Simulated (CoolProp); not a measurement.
Vapour-liquid equilibrium of cyclohexane (1) + n-octane (2) at 223.35 °C; x and y are mole fractions of (1).

The numbers come from the multi-fluid Helmholtz-energy mixture model, Zhou 2014 and Beckmüller 2019; pair parameters Bell 2016 in CoolProp.

```json
[
 {"x": "0.05", "bubble pressure (bar)": "8.813", "y at the bubble point": "0.084", "dew pressure at overall composition x (bar)": "8.626", "liquid density (mol/L)": "4.442"},
 {"x": "0.125", "bubble pressure (bar)": "9.503", "y at the bubble point": "0.200", "dew pressure at overall composition x (bar)": "9.045", "liquid density (mol/L)": "4.553"},
 {"x": "0.2", "bubble pressure (bar)": "10.22", "y at the bubble point": "0.305", "dew pressure at overall composition x (bar)": "9.502", "liquid density (mol/L)": "4.670"},
 {"x": "0.275", "bubble pressure (bar)": "10.95", "y at the bubble point": "0.399", "dew pressure at overall composition x (bar)": "10.00", "liquid density (mol/L)": "4.792"},
 {"x": "0.35", "bubble pressure (bar)": "11.71", "y at the bubble point": "0.485", "dew pressure at overall composition x (bar)": "10.56", "liquid density (mol/L)": "4.920"},
 {"x": "0.425", "bubble pressure (bar)": "12.49", "y at the bubble point": "0.564", "dew pressure at overall composition x (bar)": "11.17", "liquid density (mol/L)": "5.055"},
 {"x": "0.5", "bubble pressure (bar)": "13.29", "y at the bubble point": "0.636", "dew pressure at overall composition x (bar)": "11.85", "liquid density (mol/L)": "5.198"},
 {"x": "0.575", "bubble pressure (bar)": "14.11", "y at the bubble point": "0.702", "dew pressure at overall composition x (bar)": "12.61", "liquid density (mol/L)": "5.348"},
 {"x": "0.65", "bubble pressure (bar)": "14.95", "y at the bubble point": "0.763", "dew pressure at overall composition x (bar)": "13.46", "liquid density (mol/L)": "5.507"},
 {"x": "0.725", "bubble pressure (bar)": "15.81", "y at the bubble point": "0.820", "dew pressure at overall composition x (bar)": "14.42", "liquid density (mol/L)": "5.676"},
 {"x": "0.8", "bubble pressure (bar)": "16.69", "y at the bubble point": "0.873", "dew pressure at overall composition x (bar)": "15.50", "liquid density (mol/L)": "5.855"},
 {"x": "0.875", "bubble pressure (bar)": "17.60", "y at the bubble point": "0.923", "dew pressure at overall composition x (bar)": "16.73", "liquid density (mol/L)": "6.045"},
 {"x": "0.95", "bubble pressure (bar)": "18.52", "y at the bubble point": "0.970", "dew pressure at overall composition x (bar)": "18.12", "liquid density (mol/L)": "6.249"}
]
```

No azeotrope shows between x = 0.05 and 0.95.

Pair parameters are fitted to limited data, so mixtures are less certain than the pure fluids.
